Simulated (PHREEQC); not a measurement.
Make-up at 25 °C: 0.016 mol/kgw BaCl2, 0.00027 mol/kgw CO2 and 0.079 mol/kgw NaCl. Closed to the air; pH follows from the charge balance.

Model: ion-association model, phreeqc.dat, run in PHREEQC.

This is a speciation only: nothing precipitates in the calculation.

### Question
What pH, specific conductance, density does the model give?

### Answer
pH 4.94; specific conductance 11500 µS/cm; density 1.003 g/cm³.

### Question
In which forms is C present?

### Answer
CO2 95 %, HCO3- 4.9 % of the C.

Species that the database lacks are ignored.
